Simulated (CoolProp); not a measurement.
Vapour-liquid equilibrium of cyclohexane (1) + benzene (2) at 295.7 K; x and y are mole fractions of (1).

Model: multi-fluid Helmholtz-energy mixture model, Zhou 2014 and Thol 2012; pair parameters Bell 2016, in CoolProp.

| x | bubble pressure, mixture model (MPa) | bubble pressure, Raoult's law (MPa) | y, mixture model | y, Raoult's law |
|---|---|---|---|---|
| 0.05 | ? | 0.01134 | ? | 0.051 |
| 0.125 | 0.01219 | 0.01136 | 0.179 | 0.128 |
| 0.2 | 0.01253 | 0.01139 | ? | 0.205 |
| 0.275 | 0.01276 | 0.01141 | ? | 0.281 |
| 0.35 | 0.01291 | 0.01144 | 0.387 | 0.356 |
| 0.425 | 0.01300 | 0.01146 | 0.444 | 0.432 |
| 0.5 | 0.01302 | 0.01148 | 0.500 | 0.507 |
| 0.575 | 0.01300 | 0.01151 | 0.557 | 0.582 |
| 0.65 | 0.01291 | 0.01153 | 0.617 | 0.656 |
| 0.725 | 0.01277 | 0.01156 | 0.682 | 0.731 |
| 0.8 | 0.01256 | 0.01158 | 0.753 | 0.804 |
| 0.875 | 0.01229 | 0.01160 | 0.834 | 0.878 |
| 0.95 | 0.01193 | 0.01163 | 0.928 | 0.951 |

**Question.** Fill in the missing entries.

**Answer.** 
- 0.05, bubble pressure, mixture model (MPa): 0.01173
- 0.05, y, mixture model: 0.081
- 0.2, y, mixture model: 0.258
- 0.275, y, mixture model: 0.326

The largest gap from Raoult's law is +13.4 % in bubble pressure, at x = 0.5. y crosses x between x = 0.5 and 0.575: the model has an azeotrope there.

Pair parameters are fitted to limited data, so mixtures are less certain than the pure fluids.
